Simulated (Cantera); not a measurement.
A jet of CH₄ : O₂ : N₂ = 0.014 : 0.2 : 0.79 (molar parts) at 300 K and 0.118 atm hits a platinum plate 8.9 cm away at a mass flux of 0.021 kg/m²/s; the plate temperature is set and raised in steps from an oxygen-covered start.

Detailed kinetics in Cantera: Deutschmann's 1995 Pt surface mechanism with GRI-Mech 3.0 gas chemistry. Catalytic surfaces can have several steady states; this one follows from the mechanism file's or the stated starting coverage.

x: mole fraction at the wall; θ: surface coverage.

| plate T (K) | wall x CH₄ | wall x O₂ | wall x H₂O | wall x OH | wall x CO | wall x CO₂ | θ free Pt | θ O* | θ OH* |
|---|---|---|---|---|---|---|---|---|---|
| 950 | 0.00495 | 0.180 | 0.0167 | 7.16e-8 | 2.31e-6 | 0.0109 | 0.220 | 0.779 | 0.00101 |
| 1000 | 0.00337 | 0.177 | 0.0196 | 1.91e-7 | 2.10e-6 | 0.0128 | 0.283 | 0.716 | 0.000985 |
| 1050 | ? | 0.175 | 0.0214 | ? | 1.95e-6 | 0.0140 | ? | ? | 0.000919 |
| 1100 | ? | 0.173 | 0.0227 | ? | ? | 0.0147 | ? | ? | ? |
| 1150 | 0.00106 | 0.172 | 0.0236 | 2.07e-6 | 3.53e-6 | 0.0153 | 0.472 | 0.527 | 0.000755 |
| 1200 | 0.000682 | 0.171 | 0.0244 | 3.85e-6 | 4.28e-6 | 0.0157 | 0.532 | 0.468 | 0.000674 |

Problem. Some entries are withheld; supply them.

Solution. 
- 1050, wall x CH₄: 0.00237
- 1050, wall x OH: 4.55e-7
- 1050, θ free Pt: 0.346
- 1050, θ O*: 0.653
- 1100, wall x CH₄: 0.00157
- 1100, wall x OH: 1.04e-6
- 1100, wall x CO: 2.88e-6
- 1100, θ free Pt: 0.410
- 1100, θ O*: 0.589
- 1100, θ OH*: 0.000839
